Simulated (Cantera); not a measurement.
An adiabatic, constant-volume homogeneous reactor starts with 8.28 % CH₃OH, 18.8 % O₂, 70.8 % N₂, 2.15 % H₂O, at 1725 K and 1.01 bar.

Cantera simulation using GRI-Mech 3.0 (53 species, 325 reactions); the numbers are that mechanism's predictions, not measurements. GRI-Mech 3.0 was tuned for natural gas; its chemistry of methanol as a main component is partial and can be far from experiment.

Predict: time of steepest temperature rise; temperature at 0.900 s; equilibrium temperature; x(O₂) at 0.900 s; x(H₂O) at 0.900 s; x(NO) at 0.900 s.


```json
{
  "time_of_steepest_temperature_rise": "37.0 µs",
  "temperature at 0.900 s": "2791 K",
  "equilibrium_temperature": "2791 K",
  "x(O₂) at 0.900 s": "0.0580 (gas-phase equilibrium 0.0580)",
  "x(H₂O) at 0.900 s": "0.148 (gas-phase equilibrium 0.148)",
  "x(NO) at 0.900 s": "0.0174 (gas-phase equilibrium 0.0174)"
}
```
